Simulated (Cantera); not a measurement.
A perfectly stirred reactor is fed with 8.58 % CO, 3.69 % H2, 2.23 % CH4, 17.9 % O2, 67.6 % N2, equivalence ratio 0.59, at 4.93 atm; it is adiabatic with a 600 K inlet, and is followed from long to short residence time, starting on the burning branch (τ in s: 0.31, 0.12, 0.046, 0.018, 0.0069, 0.0027, 0.001, 0.0004, 0.00015, 6e-05, 2.3e-05, 9e-06, 3.5e-06).

Detailed kinetics in Cantera: GRI-Mech 3.0 (53 species, 325 reactions).

x: mole fraction; the columns are a selection and need not sum to one.

```
τ (s)    T (K)      x CO      x H2    x CH4      x NO    x HCN
-------  -----  --------  --------  -------  --------  -------
0.31      2043  0.000386   5.87e-5  2.26e-7   0.00136  1.02e-8
0.12      2044  0.000445   6.42e-5  5.59e-7  0.000662  1.17e-8
0.046     2043  0.000582   7.71e-5  1.34e-6  0.000315  1.24e-8
0.018     2040  0.000880  0.000106  2.92e-6  0.000169  1.26e-8
0.0069    2033   0.00151  0.000168  5.94e-6  0.000105  1.29e-8
0.0027    2021   0.00267  0.000285  1.12e-5   7.42e-5  1.37e-8
0.0010    1997   0.00495  0.000513  2.15e-5   5.28e-5  1.55e-8
0.00040   1960   0.00864  0.000869  4.00e-5   3.69e-5  1.86e-8
0.00015   1894    0.0154   0.00147  8.31e-5   2.41e-5  2.49e-8
6.0e-5    1789       ___       ___      ___       ___      ___
2.3e-5     600    0.0858    0.0369   0.0223    <1e-12   <1e-12
9.0e-6     600    0.0858    0.0369   0.0223    <1e-12   <1e-12
3.5e-6     600    0.0858    0.0369   0.0223    <1e-12   <1e-12
```

Task: Fill in the missing entries.

Result: 
- 6.0e-5, x CO: 0.0270
- 6.0e-5, x H2: 0.00231
- 6.0e-5, x CH4: 0.000195
- 6.0e-5, x NO: 1.48e-5
- 6.0e-5, x HCN: 3.38e-8
